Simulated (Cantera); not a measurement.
Cantera with NASA thermochemical tables; ideal gases at 1 bar, condensed phases pure. Values are per mole of reaction as written; species without (g) are pure solids or liquids, kept so even where they would boil at 1 bar. TiC: taken at fixed stoichiometry.

Ti2O3 + 2 C → 3 O(g) + 2 TiC, with ΔH° = 1900.2 kJ and ΔS° = 442.7 J/K at 300 K.

How far is the shortcut ΔG° ≈ ΔH°(300 K) − T·ΔS°(300 K) from the full temperature-dependent value at 2473, 2573, 2673, 2773, 2873, 2973 K?


| T (K) | shortcut (kJ) | full (kJ) | difference (kJ) | difference in log10 K | condensed phases |
|---|---|---|---|---|---|
| 2473 | 805.3 | 859.8 | -54.5 | 1.15 | Ti2O3(l), C(graphite), TiC(s) |
| 2573 | 761.1 | 823.8 | -62.7 | 1.27 | Ti2O3(l), C(graphite), TiC(s) |
| 2673 | 716.8 | 787.8 | -71.1 | 1.39 | Ti2O3(l), C(graphite), TiC(s) |
| 2773 | 672.5 | 751.9 | -79.4 | 1.50 | Ti2O3(l), C(graphite), TiC(s) |
| 2873 | 628.2 | 716.1 | -87.9 | 1.60 | Ti2O3(l), C(graphite), TiC(s) |
| 2973 | 584.0 | 680.3 | -96.3 | 1.69 | Ti2O3(l), C(graphite), TiC(s) |
The shortcut ignores heat capacities and the phase changes listed.
